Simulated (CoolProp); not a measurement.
Vapour-liquid equilibrium of CHF3 (R23) (1) + R152A (2) at 0.0365 MPa; x and y are mole fractions of (1).

Values from CoolProp's multi-fluid Helmholtz-energy mixture model, Penoncello 2003 and Outcalt 1996; pair parameters Bell 2016.

Give the bubble temperature and the first vapour's composition at x = 0.05, 0.35, 0.8. Is there an azeotrope?

x = 0.05: -54.5 °C, y = 0.444; x = 0.35: -81.0 °C, y = 0.941; x = 0.8: -94.7 °C, y = 0.995. No azeotrope shows between x = 0.05 and 0.95.

Pair parameters are fitted to limited data, so mixtures are less certain than the pure fluids.
